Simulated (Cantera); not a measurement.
Cantera run:

```python
import numpy as np
import cantera as ct

gas_names = """
    Fe H H2 H2S N NH NH2 NH3 N2 N2H2 N2H4 S SH SN S2 S8
""".split()
cond_names = """
    Fe(a) Fe(c) Fe(d) Fe(L) FeS(a) FeS(b) FeS(c) FeS(L) FeS2(s) S(cr1) S(cr2) S(L)
""".split()


# ... load() reads the species with a 1 bar reference pressure and builds the phases ...
atoms = {
    'FeS2': {'Fe': 1, 'S': 2},
    'H2': {'H': 2},
    'N2': {'N': 2},
}
top_T = {'FeS2(s)': 1010}  # K; cautious upper limits of use, not melting points


# ... equilibrate(T, P, feed) seeds the gas with the atoms and calls Mixture.equilibrate('TP', solver="vcs", rtol=1e-11, max_steps=5000) ...
results = []
feed = {'FeS2': 1, 'H2': 190, 'N2': 57}  # mol
P = 101325  # Pa
for T in [1323, 1398, 1473, 1548, 1623, 1698, 1773, 1848, 1923, 1998, 2073, 2148, 2223]:
    mix = equilibrate(T, P, feed)
    results.append((T, P, feed, dict(zip(mix.species_names, mix.species_moles))))

top = {s: max(r[3][s] / sum(r[3][g] for g in gas_names) for r in results) for s in gas_names}
cols = sorted((s for s in top if top[s] > 0.0001), key=lambda s: -top[s])[:7]
seen = [c for c in cond_names if any(r[3].get(c, 0) > 1e-12 for r in results)]
print("log10 of partial pressures in bar; condensed amounts in mol")
print(f"{'T/K':>10s}" + "".join(f"{s[:9]:>10s}" for s in cols + seen))
for T, P, feed, n in results:
    ng = sum(n[g] for g in gas_names)
    print(f"{T:10.4g}" + "".join(f"{np.log10(max(n[s] / ng * P / 1e5, 1e-99)):10.3f}" for s in cols)
          + "".join(f"{n.get(c, 0):10.4g}" for c in seen))
```

Output:

```
log10 of partial pressures in bar; condensed amounts in mol
       T/K        H2        N2       H2S         H        Fe        SH        S2     Fe(c)     Fe(d)     Fe(L)    FeS(c)
      1323    -0.112    -0.631    -2.214    -5.856    -8.682    -5.277    -6.169    0.4912         0         0    0.5088
      1398    -0.113    -0.631    -2.087    -5.381    -7.836    -4.800    -5.530         1         0         0         0
      1473    -0.113    -0.631    -2.088    -4.954    -7.078    -4.488    -5.187         1         0         0         0
      1548    -0.113    -0.631    -2.091    -4.568    -6.395    -4.207    -4.881    0.9999         0         0         0
      1623    -0.113    -0.631    -2.095    -4.217    -5.777    -3.954    -4.606    0.9996         0         0         0
      1698    -0.113    -0.631    -2.101    -3.896    -5.215    -3.726    -4.361         0    0.9985         0         0
      1773    -0.113    -0.631    -2.111    -3.602    -4.704    -3.521    -4.144         0    0.9952         0         0
      1848    -0.113    -0.631    -2.125    -3.332    -4.244    -3.338    -3.955         0         0    0.9861         0
      1923    -0.113    -0.632    -2.144    -3.083    -3.830    -3.176    -3.793         0         0    0.9639         0
      1998    -0.113    -0.632    -2.169    -2.851    -3.448    -3.033    -3.658         0         0    0.9129         0
      2073    -0.114    -0.632    -2.201    -2.637    -3.095    -2.910    -3.549         0         0    0.8037         0
      2148    -0.115    -0.633    -2.239    -2.438    -2.769    -2.803    -3.465         0         0    0.5832         0
      2223    -0.117    -0.634    -2.285    -2.252    -2.466    -2.714    -3.405         0         0    0.1602         0
```

These are equilibrium values from Cantera (NASA tables, ideal gas, pure condensed phases), not measurements of a reactor. Metal and sulfide melt together well below either melting point, which pure phases cannot show. Mutual solubility and eutectic melting of coexisting phases are not modelled. FeS: taken at fixed stoichiometry.
